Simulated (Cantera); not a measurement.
Feed: 1 mol SiCl4, 0.0072 mol Cl2, 210 mol H2, equilibrated at 1 atm.

Cantera equilibrium calculation (NASA polynomials, part measured and part estimated; ideal gas, pure solids and liquids). Candidate condensed phases: Si; 19 gas species. The tables' values for SiCl3 are old estimates; treat these amounts as uncertain. Kinetics and transport are ignored. All values below are at 1600 K.

Base state: H2 0.982, HCl 0.0168, SiCl2 0.000991, H 5.35e-5, SiCl3 2.31e-5, SiH2Cl2 1.58e-5, SiHCl3 1.12e-5 (mole fractions); condensed: Si(s).

### Question
What changes in the equilibrium state with this change: H2 from 210 to 10 mol?

### Answer
```json
[
 {"species": "H2", "before": "0.982", "after": "0.776"},
 {"species": "HCl", "before": "0.0168", "after": "0.139"},
 {"species": "SiCl2", "before": "0.000991", "after": "0.0590"},
 {"species": "SiCl3", "before": "2.31e-5", "after": "0.0128"},
 {"species": "SiCl4", "before": "1.33e-6", "after": "0.00684"},
 {"species": "SiHCl3", "before": "1.12e-5", "after": "0.00551"},
 {"species": "Si(s), mol", "before": "0.776", "after": "0"}
]
```
